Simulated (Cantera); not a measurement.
A closed system holds: 1 mol PbO, a varied amount of H2, equilibrated at 1423.15 K and 0.100 bar.

Cantera equilibrium calculation (NASA polynomials, part measured and part estimated; ideal gas, pure solids and liquids). Candidate condensed phases: H2O, Pb, PbO, PbO2, Pb3O4; 12 gas species. Each liquid is taken as pure. Mutual solubility and eutectic melting of coexisting phases are not modelled. Gases not in the tables: (PbO)n polymers. Rates play no part.

Problem. At 0.49 mol H2, list the 4 most abundant gas species with their mole fractions, and the condensed phases.

Solution. H2O 0.856, Pb 0.112, PbO 0.0313, H2 0.000687. Condensed: Pb(l) + PbO(l).
